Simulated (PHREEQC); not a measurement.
Metal-bearing waste water (model solution)

Consider water at 25 °C with 0.00022 mol/kgw CdCl2, 2.2e-05 mol/kgw CaCl2, 0.00069 mol/kgw NaF and 0.003 mol/kgw Na2SO4. Closed to the air; pH follows from the charge balance.

Equilibrium calculation in PHREEQC: ion-association model, phreeqc.dat.

Precipitation was switched off in this run.

Task: Predict the pH.

Result: pH 7.00.

Task: In which forms is Ca present?

Result: Ca+2 81 %, CaSO4 19 % of the Ca.

Complexes and solids missing from the database can't appear.
